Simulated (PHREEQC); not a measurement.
Dissolve 0.0024 mol PbCl2 per kg of water at 25 °C. It is in equilibrium with CO2 at log p = -1 (atm). Otherwise closed; pH follows from the charge balance.

Model: ion-association model, phreeqc.dat, run in PHREEQC.

This is a speciation only: nothing precipitates in the calculation.

Q: Order these Pb species by the share of Pb that they hold, largest first: PbHCO3+, PbCl+, Pb+2.

A: Pb+2 (87 %), PbCl+ (11 %), PbHCO3+ (1.4 %)

The pH is 4.23 and the ionic strength 0.00665 mol/kgw.
